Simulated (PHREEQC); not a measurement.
## Alkaline etch or developer

Consider water at 20 °C with 1.1 mmol/kgw NaOH, 15 mmol/kgw K2SiO3 and 0.28 mmol/kgw (CH3)4NCl. Closed to the air; pH follows from the charge balance.

Model: ion-association model, phreeqc.dat, run in PHREEQC.

Each row changes one thing in this solution. This is a speciation only: nothing precipitates in the calculation.

```csv
case,pH,ionic strength (mol/kgw),H2SiO4-2 (mol/kgw),H4SiO4 (mol/kgw),SI of Quartz (SiO2)
as made,12.25,0.0332,0.00180,5.07e-5,-0.24
(CH3)4NCl from 0.00028 to 0.000308 mol/kgw,12.25,0.0332,0.00180,5.07e-5,-0.24
NaOH from 0.0011 to 0.00165 mol/kgw,12.26,0.0338,0.00186,4.88e-5,-0.25
NaOH replaced by NaF at the same molality,12.21,0.0331,0.00169,5.49e-5,-0.20
NaOH left out,12.22,0.0320,0.00169,5.49e-5,-0.20
temperature from 20 to 25 °C,12.08,0.0331,0.00173,6.25e-5,-0.22
NaOH from 0.0011 to 0.00011 mol/kgw,12.22,0.0321,0.00170,5.44e-5,-0.20
0.0055 mol/kgw HBr added,12.06,0.0326,0.00123,8.01e-5,-0.04
```

(CH3)4N+ isn't in the database: it is added as a free cation with an ion size of 4 Å. SiF6-2 is the database's only silicon fluoride.
